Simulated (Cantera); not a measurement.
Feed: 1 mol Si₂H₆, 0.0076 mol Cl₂, 23 mol H₂, at 1475 K and 1.30 bar.

Method: chemical equilibrium by Gibbs-energy minimisation in Cantera with the NASA 1993 tables (ideal gas, pure condensed phases). Candidate condensed phases: Si; 19 gas species. The feed counts by its element totals alone. Rates play no part.

Q: What is the equilibrium state?

A: 
```
Quantity        Value
----------  ---------
x(H₂)           0.999
x(HCl)       0.000582
x(H)          1.14e-5
x(SiH₄)       1.29e-6
x(SiH₂)       1.08e-6
x(SiCl₂)      1.07e-6
n(Si(s))     2.00 mol
gas amount  26.01 mol
```
